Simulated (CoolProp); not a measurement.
R134a at 218.67 K and 0.00573 MPa flows at 0.075 m/s in a round tube of 50 mm bore and 0.25 µm roughness, fully developed (64/Re and Nu = 3.66 if laminar; Colebrook and Gnielinski if turbulent). Each further row changes one setting.

The numbers come from the reference Helmholtz-energy equation of state, Tillner-Roth 1994 in CoolProp.

| case | Reynolds number | Darcy friction factor | pressure drop (Pa/m) | heat-transfer coefficient (W/(m² K)) | mass flow (kg/h) |
|---|---|---|---|---|---|
| as stated | (withheld) | (withheld) | (withheld) | 0.512 | 0.171 |
| velocity 0.15 m/s | 276 | 0.231 | (withheld) | 0.512 | 0.342 |
| diameter 100 mm | 276 | 0.231 | (withheld) | (withheld) | 0.684 |

Task: Some entries are withheld; supply them.

Result: 
- as stated, Reynolds number: 138
- as stated, Darcy friction factor: 0.463
- as stated, pressure drop (Pa/m): 0.00841
- velocity 0.15 m/s, pressure drop (Pa/m): 0.0168
- diameter 100 mm, pressure drop (Pa/m): 0.00210
- diameter 100 mm, heat-transfer coefficient (W/(m² K)): 0.256

Viscosity comes from a separate model (Huber 2003), an estimate that may be off by 10 % or more. Thermal conductivity comes from a separate model (McLinden 2000), an estimate that may be off by 10 % or more.
